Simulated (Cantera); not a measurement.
A closed system holds: 1 mol Fe3O4, 6.2 mol C, 0.46 mol CO, at 0.220 bar.

Method: chemical equilibrium by Gibbs-energy minimisation in Cantera with the NASA 1993 tables (ideal gas, pure condensed phases). Candidate condensed phases: C, Fe, Fe(CO)5, FeO, Fe2O3, Fe3O4; 15 gas species. Iron dissolves carbon and melts from about 1420 K in contact with it, which pure phases cannot show. Condensed phases not in the tables: cementite and carbon dissolved in iron. Equilibrium is a limit: real reactors are often held back by kinetics, nucleation or transport.

log p: log10 of the partial pressure in bar; n: condensed amount in mol.

```tsv
T (K)	log p CO	log p CO2	log p Fe	n C(graphite)	n Fe(α)	n Fe(γ)
1048	-0.68	-2.01	<-12	2.39	3.00	0
1098	-0.67	-2.37	-11.93	2.28	3.00	0
1148	-0.66	-2.71	-11.10	2.24	3.00	0
1198	-0.66	[?]	[?]	2.22	0	3.00
1248	-0.66	-3.32	-9.63	2.21	0	3.00
1298	-0.66	[?]	[?]	2.21	0	3.00
1348	-0.66	-3.84	-8.39	2.20	0	3.00
1398	-0.66	-4.07	-7.84	2.20	0	3.00
1448	-0.66	-4.29	-7.32	2.20	0	3.00
```

Q: Fill in the missing entries.

A: 
- 1198, log p CO2: -3.03
- 1198, log p Fe: -10.33
- 1298, log p CO2: -3.59
- 1298, log p Fe: -8.99
